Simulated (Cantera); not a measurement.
A perfectly stirred reactor is fed with CH4 : CO2 : H2 = 1 : 4.2 : 0.64 (molar parts), at 8.09 atm; it is held at 1350 K, and followed from long to short residence time.

Model: GRI-Mech 3.0 (53 species, 325 reactions), integrated in Cantera.

Predict: x(CH4) at τ = 22.0 s; x(CO2) at τ = 22.0 s; x(H2) at τ = 22.0 s; x(CH4) at τ = 0.190 s; x(CO2) at τ = 0.190 s; x(H2) at τ = 0.190 s.


```
Property               Result
---------------------  ------
x(CH4) at τ = 22.0 s   0.0791
x(CO2) at τ = 22.0 s    0.467
x(H2) at τ = 22.0 s    0.0470
x(CH4) at τ = 0.190 s   0.168
x(CO2) at τ = 0.190 s   0.703
x(H2) at τ = 0.190 s   0.0971
```
